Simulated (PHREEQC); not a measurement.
Make-up at 20 °C: 0.0075 mol/kgw H3PO4 and 0.12 mol/kgw NaOH. Closed to the air; pH follows from the charge balance.

Model: ion-association model, phreeqc.dat, run in PHREEQC.

Precipitation was switched off in this run.

Task: Predict the pH, density, specific conductance.

Result: pH 13.02; density 1.004 g/cm³; specific conductance 19100 µS/cm.

Task: In which forms is P present?

Result: PO4-3 95 %, HPO4-2 4.7 % of the P.

Species that the database lacks are ignored.
